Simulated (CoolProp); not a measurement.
Properties of p-xylene along the isotherm 208.15 °C (Tc = 343.0 °C, pc = 3.532 MPa, ω = 0.324).

Model: reference Helmholtz-energy equation of state, Zhou 2012, in CoolProp.

| p (MPa) | phase | cp (kJ/(kg K)) | cv (kJ/(kg K)) | speed of sound (m/s) | Joule-Thomson coefficient (K/MPa) |
|---|---|---|---|---|---|
| 0.136 | gas | … | 1.791 | 192.2 | 19.11 |
| 0.272 | gas | … | 1.810 | 185.3 | 20.49 |
| 0.407 | gas | … | 1.832 | 177.8 | 22.21 |
| 0.543 | liquid | 2.394 | 1.905 | 619.6 | -0.07526 |
| 0.679 | liquid | 2.393 | 1.905 | 621.7 | -0.07793 |
| 0.815 | liquid | 2.391 | 1.905 | 623.8 | -0.08055 |
| 0.951 | liquid | 2.390 | 1.905 | 625.9 | -0.08313 |
| 1.09 | liquid | 2.389 | 1.904 | 628.0 | -0.08572 |
| 1.22 | liquid | 2.387 | 1.904 | 629.9 | -0.08811 |
| 1.36 | liquid | 2.386 | 1.904 | 632.0 | -0.09065 |
| 1.49 | liquid | 2.385 | 1.904 | 633.9 | -0.09296 |
| 1.63 | liquid | 2.383 | 1.904 | 636.0 | -0.09542 |
| 1.77 | liquid | 2.382 | 1.904 | … | -0.09784 |

Problem. Some entries are withheld; supply them.

Solution. 
- 0.136, cp (kJ/(kg K)): 1.885
- 0.272, cp (kJ/(kg K)): 1.925
- 0.407, cp (kJ/(kg K)): 1.975
- 1.77, speed of sound (m/s): 638.0
